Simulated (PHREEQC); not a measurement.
Make-up at 25 °C: 2.4 mol KCl and 0.41 mol KBr per kg of water. Closed to the air; pH follows from the charge balance.

Equilibrium calculation in PHREEQC: Pitzer model, pitzer.dat.

```json
[
 {"quantity": "pH", "before": "6.90", "after": "0.67"},
 {"quantity": "ionic strength (mol/kgw)", "before": "2.81", "after": "3.15"}
]
```

Name the change that produced these shifts.
(A) diluted 100-fold with water
(B) KBr replaced by KHSO4 at the same molality
(C) KBr left out
(D) KBr from 0.41 to 0.451 mol/kgw
(E) temperature from 25 to 30 °C

B, KBr replaced by KHSO4 at the same molality

No solid was allowed to form.
